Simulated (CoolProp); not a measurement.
The numbers come from the reference Helmholtz-energy equation of state, Setzmann 1991 in CoolProp.

**Question.** Give the vapour pressure (MPa), vapour density (kg/m³), liquid cp (kJ/(kg K)), liquid viscosity (µPa s) of saturated methane at 140.9, 159.5, 166.9 K.

**Answer.** 
```tsv
T (K)	p (MPa)	vapour density (kg/m³)	liquid cp (kJ/(kg K))	liquid viscosity (µPa s)
140.9	0.672	10.6	3.83	67.1
159.5	1.56	24.8	4.41	48.5
166.9	2.08	34.1	4.89	42.2
```

Viscosity comes from a separate model (Quiñones-Cisneros 2006).
